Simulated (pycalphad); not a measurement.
An equivalent pycalphad script:

```python
from pycalphad import Database, equilibrium, calculate, variables as v
import numpy as np
db = Database('COST507.tdb')
comps = ['MG', 'Y', 'SI', 'VA']
phases = ['BCC_A2', 'DIAMOND_A4', 'HCP_A3', 'LIQUID', 'MG24Y5', 'MG2SI', 'MG2Y', 'MGY_GAMMA', 'SI2Y_H', 'SI2Y_R', 'SI3Y5', 'SI4Y5', 'SI5Y3_H', 'SI5Y3_R', 'SIY']
eq = equilibrium(db, comps, phases, {v.X('Y'): 0.0217, v.X('SI'): 0.0029, v.T: np.arange(1650, 349, -40), v.P: 101325, v.N: 1}, output=['HM', 'SM'])
```

Source of the numbers: pycalphad with the COST 507 light-alloy database (1999); pressure 1 atm. No gas phase is included, though pure Mg would boil below 1377 °C. The database dates from 1999; later assessments differ in places, in temperatures and in the compounds included. Not assessed as a whole: an extrapolation from subsystems, which can miss ternary compounds. Amounts are mole fractions of atoms. Diffusion is slow at the low end, where real alloys seldom reach equilibrium.

Results at three of the temperatures:

```
T = 1370.00 K, P = 101325 Pa, N = 1 mol of atoms
G = -79680 J/mol, H = 40651 J/mol, S = 87.83 J/(mol K)  (SER reference)
chemical potentials (J/mol): Mg -77637, Y -162188, Si -149378
phase             fraction      x(Mg)       x(Y)      x(Si)
LIQUID              1.0000     0.9754     0.0217     0.0029
```

```
T = 1050.00 K, P = 101325 Pa, N = 1 mol of atoms
G = -52974 J/mol, H = 29639 J/mol, S = 78.68 J/(mol K)  (SER reference)
chemical potentials (J/mol): Mg -51197, Y -125002, Si -111445
phase             fraction      x(Mg)       x(Y)      x(Si)
LIQUID              1.0000     0.9754     0.0217     0.0029
```

```
T = 690.00 K, P = 101325 Pa, N = 1 mol of atoms
G = -28938 J/mol, H = 9658 J/mol, S = 55.94 J/(mol K)  (SER reference)
chemical potentials (J/mol): Mg -27554, Y -78346, Si -124639
phase             fraction      x(Mg)       x(Y)      x(Si)
HCP_A3              0.9923     0.9830     0.0170      4e-11
SI3Y5               0.0077       none     0.6250     0.3750
```

Changes of the phase set, refined by bisection:

```csv
T (°C),phases above,phases below
766.3,liquid,liquid + SIY
634.8,liquid + SIY,hcp + liquid + SIY
610.4,hcp + liquid + SIY,hcp + liquid + SI4Y5
607.4,hcp + liquid + SI4Y5,hcp + SI4Y5
509.2,hcp + SI4Y5,hcp + SI3Y5 + SI4Y5
495.6,hcp + SI3Y5 + SI4Y5,hcp + SI3Y5
371.3,hcp + SI3Y5,hcp + MG24Y5 + SI3Y5
```

Database names, with the compositions (at.%) that they take in these runs: SIY: Y 50 Si 50; SI4Y5: Y 56 Si 44; SI3Y5: Y 62 Si 37; MG24Y5: Mg 84 Y 15. HCP_A3 is hcp. An entry "none" or "no" means that the model of the phase leaves that element out.
